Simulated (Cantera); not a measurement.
Cantera run, input and output.

```python
import numpy as np
import cantera as ct

gas = ct.Solution("SiF4_NH3_mec.yaml", "gas")
gas.TPX = 2000, 2666, {'NH3': 1, 'H2': 2.2}
reactor = ct.IdealGasConstPressureReactor(gas, energy="off", clone=False)
net = ct.ReactorNet([reactor])
net.rtol, net.atol = 1e-08, 1e-18
show = ['NH3', 'H2', 'NH2', 'N2', 'H', 'N2H2', 'N2H4']
times = np.geomspace(4e-06, 2, 12)

steps = ct.SolutionArray(gas, extra=["t"])
rows = []
print(f"{'t/s':>10s}{'T/K':>9s}{'P/Pa':>11s}" + "".join(f"{s:>11s}" for s in show))
for t in times:
    while net.time < t:
        t_next = net.step()
        steps.append(gas.state, t=t_next)
    rows.append([np.interp(t, steps.t, y) for y in (steps.T, steps.P, *steps(*show).X.T)])
    print(f"{t:10.3e}{rows[-1][0]:9.1f}{rows[-1][1]:11.4g}" + "".join(f"{x:11.3e}" for x in rows[-1][2:]))
rate = np.gradient(steps.T, steps.t)
print("integrator steps:", len(steps.t))
if steps.T.max() > steps.T[0] + 200:
    print(f"time of steepest temperature rise: {steps.t[rate.argmax()]:.4e} s")
gas.TPX = 2000, 2666, {'NH3': 1, 'H2': 2.2}
gas.equilibrate("TP")
print(f"equilibrium (TP): T = {gas.T:.1f} K  " + "  ".join(f"{s} {gas[s].X[0]:.3e}" for s in show))
```

Result:

```
       t/s      T/K       P/Pa        NH3         H2        NH2         N2          H       N2H2       N2H4
 4.000e-06   2000.0       2666  3.125e-01  6.875e-01  3.782e-07  5.240e-18  3.397e-07  1.432e-14  5.426e-16
 1.319e-05   2000.0       2666  3.125e-01  6.875e-01  1.307e-06  2.061e-15  1.060e-06  5.147e-13  1.315e-14
 4.347e-05   2000.0       2666  3.125e-01  6.875e-01  4.401e-06  6.855e-13  3.400e-06  1.492e-11  2.065e-13
 1.433e-04   2000.0       2666  3.125e-01  6.875e-01  1.460e-05  1.490e-10  1.111e-05  2.966e-10  2.520e-12
 4.725e-04   2000.0       2666  3.124e-01  6.875e-01  4.813e-05  1.750e-08  3.647e-05  4.416e-09  2.828e-11
 1.558e-03   2000.0       2666  3.123e-01  6.874e-01  1.576e-04  1.269e-06  1.193e-04  6.592e-08  3.057e-10
 5.136e-03   2000.0       2666  3.117e-01  6.874e-01  4.698e-04  7.751e-05  3.565e-04  9.613e-07  2.723e-09
 1.693e-02   2000.0       2666  3.080e-01  6.894e-01  6.685e-04  1.390e-03  5.154e-04  2.390e-06  5.515e-09
 5.582e-02   2000.0       2666  2.949e-01  6.975e-01  6.506e-04  6.357e-03  5.298e-04  2.272e-06  5.223e-09
 1.840e-01   2000.0       2666  2.567e-01  7.212e-01  5.922e-04  2.094e-02  5.728e-04  1.904e-06  4.328e-09
 6.067e-01   2000.0       2666  1.677e-01  7.762e-01  4.433e-04  5.491e-02  7.061e-04  1.121e-06  2.424e-09
 2.000e+00   2000.0       2666  5.003e-02  8.488e-01  1.948e-04  9.983e-02  1.137e-03  2.681e-07  4.675e-10
integrator steps: 578
equilibrium (TP): T = 2000.0 K  NH3 1.497e-07  H2 8.721e-01  NH2 4.675e-09  N2 1.185e-01  H 9.363e-03  N2H2 8.214e-15  N2H4 2.699e-19
```

Cantera simulation using the gas-phase N/H chemistry of the illustrative SiF4/NH3 mechanism in the Surface Chemkin manual (1991); the numbers are that mechanism's predictions, not measurements. Walls and surfaces, which speed up NH3 decomposition in real reactors, are not modelled.
